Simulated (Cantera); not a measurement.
Input: 1 mol CuO, 0.4 mol C, 0.059 mol CO, at 2623 K.

Cantera equilibrium calculation (NASA polynomials, part measured and part estimated; ideal gas, pure solids and liquids). Candidate condensed phases: C, Cu, CuO, Cu2O; 15 gas species. Each liquid is taken as pure. Mutual solubility and eutectic melting of coexisting phases are not modelled. Rates play no part.

x: gas mole fraction; n: condensed amount in mol.

```csv
P (Pa),x CO2,x Cu,x O,x CO,x O2,n Cu(l),n Cu2O(l)
10,0.00340,0.493,0.270,0.223,0.0109,0,0
100,0.0228,0.522,0.186,0.217,0.0520,0,0
1000,0.0800,0.568,0.0780,0.181,0.0913,0,0
10000,[?],0.602,[?],[?],0.0881,0,0
100000,[?],[?],[?],0.0874,[?],0.681,0
1000000,0.832,0.0341,0.00158,0.0931,0.0375,0.685,0.149
```

Q: What belongs in the gaps?

A: 
- 10000, x CO2: 0.162
- 10000, x O: 0.0242
- 10000, x CO: 0.118
- 100000, x CO2: 0.433
- 100000, x Cu: 0.341
- 100000, x O: 0.00877
- 100000, x O2: 0.115
